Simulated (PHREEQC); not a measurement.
Dissolve 0.73 mol NaCl, 0.14 mol K2SO4 and 1.7 mol KBr per kg of water at 25 °C. Closed to the air; pH follows from the charge balance.

Computed with PHREEQC (Pitzer model, pitzer.dat).

```json
[
 {"quantity": "SI of Sylvite (KCl)", "before": "-1.23", "after": "-1.27"},
 {"quantity": "SI of Halite (NaCl)", "before": "-2.25", "after": "-2.23"}
]
```

**Question.** Which change was made?
(A) diluted 5-fold with water
(B) KBr from 1.7 to 0.85 mol/kgw
(C) K2SO4 left out

**Answer.** C, K2SO4 left out

Precipitation was switched off in this run.
